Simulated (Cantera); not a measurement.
Input (Python, Cantera) and output of one run.

```python
import numpy as np
import cantera as ct

gas_names = """
    H H2 N NH NH2 NH3 N2 N2H2 N2H4 Pb Pb2
""".split()
cond_names = """
    Pb(cr) Pb(L)
""".split()


# ... load() reads the species with a 1 bar reference pressure and builds the phases ...
atoms = {
    'Pb': {'Pb': 1},
    'H2': {'H': 2},
    'N2': {'N': 2},
}
top_T = {}  # K; cautious upper limits of use, not melting points


# ... equilibrate(T, P, feed) seeds the gas with the atoms and calls Mixture.equilibrate('TP', solver="vcs", rtol=1e-11, max_steps=5000) ...
results = []
feed = {'Pb': 1, 'H2': 0.057, 'N2': 30}  # mol
P = 100000  # Pa
for T in [598, 698, 798, 898, 998, 1098, 1198, 1298, 1398, 1498, 1598]:
    mix = equilibrate(T, P, feed)
    results.append((T, P, feed, dict(zip(mix.species_names, mix.species_moles))))
    x = sorted(zip(gas.X, gas.species_names), reverse=True)
    print(f"T = {T:g} K  P = {P:g} Pa  gas = {mix.phase_moles(0):.4g} mol")
    print("   x: " + "  ".join(f"{s} {v:.3e}" for v, s in x if v > 0.001))
    print("   condensed (mol): " + ("  ".join(f"{mix.phase(i).name} {mix.phase_moles(i):.4g}"
          for i in range(1, mix.n_phases) if mix.phase_moles(i) > 1e-12) or "none"))
```

Result:

```
T = 598 K  P = 100000 Pa  gas = 30.06 mol
   x: N2 9.981e-01  H2 1.891e-03
   condensed (mol): Pb(cr) 1
T = 698 K  P = 100000 Pa  gas = 30.06 mol
   x: N2 9.981e-01  H2 1.895e-03
   condensed (mol): Pb(L) 1
T = 798 K  P = 100000 Pa  gas = 30.06 mol
   x: N2 9.981e-01  H2 1.896e-03
   condensed (mol): Pb(L) 1
T = 898 K  P = 100000 Pa  gas = 30.06 mol
   x: N2 9.981e-01  H2 1.896e-03
   condensed (mol): Pb(L) 1
T = 998 K  P = 100000 Pa  gas = 30.06 mol
   x: N2 9.981e-01  H2 1.896e-03
   condensed (mol): Pb(L) 0.9995
T = 1098 K  P = 100000 Pa  gas = 30.06 mol
   x: N2 9.980e-01  H2 1.896e-03
   condensed (mol): Pb(L) 0.9965
T = 1198 K  P = 100000 Pa  gas = 30.08 mol
   x: N2 9.975e-01  H2 1.895e-03
   condensed (mol): Pb(L) 0.9812
T = 1298 K  P = 100000 Pa  gas = 30.13 mol
   x: N2 9.956e-01  Pb 2.557e-03  H2 1.892e-03
   condensed (mol): Pb(L) 0.9229
T = 1398 K  P = 100000 Pa  gas = 30.32 mol
   x: N2 9.896e-01  Pb 8.522e-03  H2 1.880e-03
   condensed (mol): Pb(L) 0.7415
T = 1498 K  P = 100000 Pa  gas = 30.8 mol
   x: N2 9.741e-01  Pb 2.409e-02  H2 1.850e-03
   condensed (mol): Pb(L) 0.2576
T = 1598 K  P = 100000 Pa  gas = 31.06 mol
   x: N2 9.660e-01  Pb 3.217e-02  H2 1.834e-03
   condensed (mol): none
```

Cantera equilibrium calculation (NASA polynomials, part measured and part estimated; ideal gas, pure solids and liquids).
